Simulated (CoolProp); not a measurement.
100 sccm (0 °C, 1 atm) of nitrogen bubbles through liquid n-decane at 316.6 K and leaves saturated at a total pressure of 0.00787 MPa (ideal gas phase). Each further row changes one setting.

Model: reference Helmholtz-energy equation of state, Lemmon 2006, in CoolProp. It is a short technical equation, of lower accuracy than the large ones.

| case | vapour pressure (kPa) | mole fraction of vapour | delivery (mg/min) | delivery (sccm) | change of delivery for a bath 1 K warmer (%) |
|---|---|---|---|---|---|
| as stated | 0.600 | 0.0763 | 52.4 | 8.26 | 6.7 |
| bath temperature 321.6 K | 0.806 | 0.102 | 72.4 | 11.4 | 6.6 |
| total pressure 0.0157 MPa | 0.600 | 0.0382 | 25.2 | 3.98 | 6.4 |
